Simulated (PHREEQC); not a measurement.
Solution (50 °C): 0.0012 mol K2CO3 and 0.25 mol KH2PO4 per kg of water. Closed to the air; pH follows from the charge balance.

Equilibrium calculation in PHREEQC: ion-association model, wateq4f.dat.

**Question.** The ionic strength comes out as 0.255 mol/kgw. What activity coefficients do KHPO4-, K+, HCO3-, HPO4-2, H2PO4- get?

**Answer.** KHPO4- 0.72, K+ 0.68, HCO3- 0.72, HPO4-2 0.26, H2PO4- 0.72.

No solid was allowed to form. H3PO4, which wateq4f.dat lacks, is added to it with the constant of phreeqc.dat. Away from 25 °C the constants follow the database's enthalpies or fits; those with neither stay at their 25 °C values.
